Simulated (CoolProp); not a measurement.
m-xylene along the isobar 37.9 bar: Z from the reference equation and from simpler models built on Tc = 616.9 K, pc = 35.35 bar, ω = 0.326; each cubic takes its own stable root.

The numbers come from the reference Helmholtz-energy equation of state, Zhou 2012 in CoolProp.

```json
[
 {"T (K)": "280.3", "phase": "liquid", "reference": "0.1967", "van der Waals": "0.3471", "Soave-Redlich-Kwong": "0.2297"},
 {"T (K)": "303.7", "phase": "liquid", "reference": "0.1857", "van der Waals": "0.3262", "Soave-Redlich-Kwong": "0.2156"},
 {"T (K)": "327.1", "phase": "liquid", "reference": "0.1766", "van der Waals": "0.3087", "Soave-Redlich-Kwong": "0.2040"},
 {"T (K)": "350.5", "phase": "liquid", "reference": "0.1689", "van der Waals": "0.2940", "Soave-Redlich-Kwong": "0.1944"},
 {"T (K)": "373.9", "phase": "liquid", "reference": "0.1625", "van der Waals": "0.2817", "Soave-Redlich-Kwong": "0.1865"},
 {"T (K)": "397.4", "phase": "liquid", "reference": "0.1571", "van der Waals": "0.2713", "Soave-Redlich-Kwong": "0.1801"},
 {"T (K)": "420.8", "phase": "liquid", "reference": "0.1528", "van der Waals": "0.2628", "Soave-Redlich-Kwong": "0.1750"},
 {"T (K)": "444.2", "phase": "liquid", "reference": "0.1493", "van der Waals": "0.2560", "Soave-Redlich-Kwong": "0.1714"},
 {"T (K)": "467.6", "phase": "liquid", "reference": "0.1468", "van der Waals": "0.2508", "Soave-Redlich-Kwong": "0.1690"}
]
```
